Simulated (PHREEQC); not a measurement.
2.2 g of hydrous ferric oxide (600 m²/g; 0.2 weak and 0.005 strong sites per Fe, Dzombak-Morel constants, diffuse double layer) in 1 kg of water with 0.01 mol/kgw of an inert sodium salt and 0.0046 mol CuSO4, at 25 °C; the pH is set by adding NaOH or the inert anion's acid. Oxygen alone is held at its pressure in air (log pO2 = -0.68). CO2 from the air is kept out. Precipitation was switched off in this run.

The numbers come from PHREEQC with the ion-association model, wateq4f.dat.

Predict S sorbed (%), surface charge σ (C/m²), surface potential ψ (mV) at pH = 5.5, 6, 6.5, 7.5, 10.5.


```json
[
 {"pH": "5.5", "S sorbed (%)": "37.9", "surface charge σ (C/m²)": "0.044", "surface potential ψ (mV)": "89"},
 {"pH": "6", "S sorbed (%)": "33.1", "surface charge σ (C/m²)": "0.052", "surface potential ψ (mV)": "97"},
 {"pH": "6.5", "S sorbed (%)": "31.0", "surface charge σ (C/m²)": "0.059", "surface potential ψ (mV)": "103"},
 {"pH": "7.5", "S sorbed (%)": "29.5", "surface charge σ (C/m²)": "0.058", "surface potential ψ (mV)": "102"},
 {"pH": "10.5", "S sorbed (%)": "0.0", "surface charge σ (C/m²)": "-0.004", "surface potential ψ (mV)": "-13"}
]
```

Along this series the solution becomes supersaturated in solids that the run did not let form, among them Cu(OH)2, Brochantite, Antlerite. Complexes and solids missing from the database can't appear. The database's constant for dissolved Cu(OH)2 is higher than later reviews accept. The oxide is taken as insoluble; below pH 4 it would dissolve.
